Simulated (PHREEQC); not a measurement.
0.04 g of hydrous ferric oxide (600 m²/g; 0.2 weak and 0.005 strong sites per Fe, Dzombak-Morel constants, diffuse double layer) in 1 kg of water with 0.3 mol/kgw of an inert sodium salt, at 25 °C; the pH is set by adding NaOH or the inert anion's acid. O2 is buffered at 0.21 atm. The system is closed to CO2. Nothing may precipitate in this run.

Base run: PHREEQC, ion-association model, wateq4f.dat. Each further column changes one thing. The table gives surface charge σ (C/m²).

| pH | base | background salt from 0.3 to 0.03 mol/kgw | oxide from 0.04 to 0.2 g/kgw | 1.2e-05 mol/kgw Ag2SO4 added |
|---|---|---|---|---|
| 4 | 0.349 | 0.270 | 0.349 | 0.319 |
| 5.5 | 0.210 | ? | 0.210 | ? |
| 6.5 | 0.106 | 0.047 | 0.106 | ? |
| 8 | 0.006 | 0.002 | 0.006 | 0.006 |
| 9.5 | -0.087 | ? | -0.087 | -0.083 |
| 10.5 | -0.185 | -0.094 | -0.185 | -0.164 |
| 12 | -0.339 | -0.262 | -0.339 | -0.271 |

**Question.** Fill in the missing entries.

**Answer.** 
- 5.5, background salt from 0.3 to 0.03 mol/kgw: 0.111
- 5.5, 1.2e-05 mol/kgw Ag2SO4 added: 0.204
- 6.5, 1.2e-05 mol/kgw Ag2SO4 added: 0.105
- 9.5, background salt from 0.3 to 0.03 mol/kgw: -0.038
